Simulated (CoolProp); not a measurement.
Values from CoolProp's reference Helmholtz-energy equation of state, Kamei 1995.

Q: For R22, give the phase and the cv (kJ/(kg K)), viscosity (µPa s) at 366.6 K and 1.52 MPa; 399.9 K and 1.52 MPa; 416.6 K and 1.52 MPa.

A: 
- 366.6 K and 1.52 MPa: gas; cv 0.665, viscosity 17.1
- 399.9 K and 1.52 MPa: gas; cv 0.687, viscosity 18.5
- 416.6 K and 1.52 MPa: gas; cv 0.699, viscosity 19.2

Viscosity comes from a separate model (Bell 2016), an estimate that may be off by 10 % or more.
